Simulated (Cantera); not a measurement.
What does this Cantera script print?

```python
import numpy as np
import cantera as ct

gas = ct.Solution("gri30.yaml")
gas.TPX = 1125, 101325, {'C3H8': 1, 'O2': 13.5, 'N2': 123}
reactor = ct.IdealGasConstPressureReactor(gas, energy="on", clone=False)
net = ct.ReactorNet([reactor])
net.rtol, net.atol = 1e-08, 1e-16
show = ['C3H8', 'O2', 'O', 'CH2O', 'HCN']
times = np.geomspace(1e-06, 1, 15)

steps = ct.SolutionArray(gas, extra=["t"])
rows = []
print(f"{'t/s':>10s}{'T/K':>9s}{'P/Pa':>11s}" + "".join(f"{s:>11s}" for s in show))
for t in times:
    while net.time < t:
        t_next = net.step()
        steps.append(gas.state, t=t_next)
    rows.append([np.interp(t, steps.t, y) for y in (steps.T, steps.P, *steps(*show).X.T)])
    print(f"{t:10.3e}{rows[-1][0]:9.1f}{rows[-1][1]:11.4g}" + "".join(f"{x:11.3e}" for x in rows[-1][2:]))
rate = np.gradient(steps.T, steps.t)
print("integrator steps:", len(steps.t))
if steps.T.max() > steps.T[0] + 200:
    print(f"time of steepest temperature rise: {steps.t[rate.argmax()]:.4e} s")
gas.TPX = 1125, 101325, {'C3H8': 1, 'O2': 13.5, 'N2': 123}
gas.equilibrate("HP")
print(f"equilibrium (HP): T = {gas.T:.1f} K  " + "  ".join(f"{s} {gas[s].X[0]:.3e}" for s in show))
```

Output:

```
       t/s      T/K       P/Pa       C3H8         O2          O       CH2O        HCN
 1.000e-06   1125.0  1.013e+05  7.273e-03  9.818e-02  2.465e-12  5.887e-13  2.225e-27
 2.683e-06   1125.0  1.013e+05  7.273e-03  9.818e-02  3.009e-11  4.424e-12  1.650e-26
 7.197e-06   1125.0  1.013e+05  7.273e-03  9.818e-02  1.995e-10  3.362e-11  1.550e-25
 1.931e-05   1125.0  1.013e+05  7.273e-03  9.818e-02  4.542e-10  2.698e-10  2.706e-24
 5.179e-05   1125.0  1.013e+05  7.272e-03  9.818e-02  5.162e-10  2.302e-09  3.181e-23
 1.389e-04   1125.0  1.013e+05  7.272e-03  9.818e-02  6.291e-10  2.119e-08  3.335e-22
 3.728e-04   1125.0  1.013e+05  7.270e-03  9.818e-02  1.187e-09  2.302e-07  6.907e-21
 1.000e-03   1125.0  1.013e+05  7.261e-03  9.818e-02  3.404e-09  2.686e-06  4.661e-19
 2.683e-03   1125.0  1.013e+05  7.222e-03  9.816e-02  4.110e-09  1.502e-05  6.623e-18
 7.197e-03   1125.1  1.013e+05  7.111e-03  9.810e-02  4.743e-09  4.892e-05  2.751e-17
 1.931e-02   1125.6  1.013e+05  6.750e-03  9.790e-02  7.595e-09  1.527e-04  1.404e-16
 5.179e-02   1544.7  1.013e+05  2.169e-40  6.133e-02  1.930e-05 -1.154e-17  8.038e-17
 1.389e-01   1545.5  1.013e+05  6.399e-40  6.136e-02  1.845e-06  1.536e-18  9.097e-19
 3.728e-01   1545.5  1.013e+05  2.455e-51  6.136e-02  1.829e-06  1.452e-19  2.645e-19
 1.000e+00   1545.5  1.013e+05 -5.631e-51  6.136e-02  1.829e-06  1.452e-19  8.047e-20
integrator steps: 2166
time of steepest temperature rise: 4.4609e-02 s
equilibrium (HP): T = 1543.3 K  C3H8 2.306e-80  O2 6.093e-02  O 1.772e-06  CH2O 1.380e-19  HCN 1.600e-20
```

Detailed kinetics in Cantera: GRI-Mech 3.0 (53 species, 325 reactions). GRI-Mech 3.0 was tuned for natural gas; its chemistry of propane as a main component is partial and can be far from experiment.
